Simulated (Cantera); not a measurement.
A freely propagating, adiabatic, planar premixed flame of H2 : O2 : N2 = 1 : 0.556 : 2.09 (molar parts), unburnt at 500 K and 0.158 atm; mixture-averaged transport, grid criteria slope 0.08 and curve 0.16, no radiation.

Computed with Cantera and the H2/O2 subset of GRI-Mech 3.0, which has no nitrogen chemistry. Burning velocities carry a grid error of a few per cent, more on coarse grids.

Q: How do the results move with these cheaper or finer settings: unity-Lewis-number transport; multicomponent transport; multicomponent+Soret transport; grid criteria slope 0.5, curve 1; grid criteria slope 0.25, curve 0.5; grid criteria slope 0.03, curve 0.06?

A: 
```json
[
 {"setting": "as above", "laminar burning velocity": "416 cm/s", "thermal thickness": "4.80 mm", "peak x(HO2)": "9.01e-5", "peak x(H2O2)": "5.28e-6", "grid points": "139"},
 {"setting": "unity-Lewis-number transport", "laminar burning velocity": "266 cm/s", "thermal thickness": "3.43 mm", "peak x(HO2)": "7.49e-5", "peak x(H2O2)": "2.36e-6", "grid points": "128"},
 {"setting": "multicomponent transport", "laminar burning velocity": "409 cm/s", "thermal thickness": "4.77 mm", "peak x(HO2)": "9.02e-5", "peak x(H2O2)": "5.36e-6", "grid points": "139"},
 {"setting": "multicomponent+Soret transport", "laminar burning velocity": "388 cm/s", "thermal thickness": "4.70 mm", "peak x(HO2)": "9.03e-5", "peak x(H2O2)": "5.51e-6", "grid points": "139"},
 {"setting": "grid criteria slope 0.5, curve 1", "laminar burning velocity": "502 cm/s", "thermal thickness": "6.56 mm", "peak x(HO2)": "8.50e-5", "peak x(H2O2)": "4.32e-6", "grid points": "44"},
 {"setting": "grid criteria slope 0.25, curve 0.5", "laminar burning velocity": "438 cm/s", "thermal thickness": "5.25 mm", "peak x(HO2)": "8.73e-5", "peak x(H2O2)": "4.80e-6", "grid points": "72"},
 {"setting": "grid criteria slope 0.03, curve 0.06", "laminar burning velocity": "410 cm/s", "thermal thickness": "4.69 mm", "peak x(HO2)": "9.05e-5", "peak x(H2O2)": "5.37e-6", "grid points": "297"}
]
```
The base run took around 1.5 core-seconds (rough).
Unity Lewis numbers drop preferential diffusion, which matters most where H2 and H carry the flame; Soret adds thermal diffusion.
